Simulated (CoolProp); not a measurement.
A simple Rankine cycle with R21: condensing at 320.15 K, boiler at 2.48 MPa, turbine inlet 411 K, turbine efficiency 0.9, pump efficiency 0.7, no recuperator. Each further row changes one setting.

Computed with CoolProp (reference Helmholtz-energy equation of state, Platzer 1990). This equation is an older, rougher fit; its heat capacities, sound speeds and derivatives of the liquid may be far off and weren't checked against measurements.

```csv
case,thermal efficiency (%),net work (kJ/kg),heat in (kJ/kg),turbine exit temperature (K),volume ratio over the turbine
as stated,15.4,38.1,247,320.2,6.62
turbine inlet 431 K,15.9,…,…,…,…
condensing temperature 312.15 K,…,42.8,…,312.1,8.27
boiler pressure 1.74 MPa,13.4,…,261,333.4,…
turbine efficiency 0.8,13.6,33.6,247,320.2,6.76
```

Q: Complete the blanks.

A: 
- turbine inlet 431 K, net work (kJ/kg): 42.3
- turbine inlet 431 K, heat in (kJ/kg): 267
- turbine inlet 431 K, turbine exit temperature (K): 331.7
- turbine inlet 431 K, volume ratio over the turbine: 6.31
- condensing temperature 312.15 K, thermal efficiency (%): 16.7
- condensing temperature 312.15 K, heat in (kJ/kg): 256
- boiler pressure 1.74 MPa, net work (kJ/kg): 35.1
- boiler pressure 1.74 MPa, volume ratio over the turbine: 4.41

The expansion ends wet for: as stated; condensing temperature 312.15 K; turbine efficiency 0.8.
